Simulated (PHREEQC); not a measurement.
Consider water at 25 °C with 1.8 mol NaCl per kg of water. Closed to the air; pH follows from the charge balance.

Computed with PHREEQC (Pitzer model, pitzer.dat).

Precipitation was switched off in this run.

Problem. Predict the activity of water, osmotic coefficient.

Solution. activity of water 0.939; osmotic coefficient 0.973.
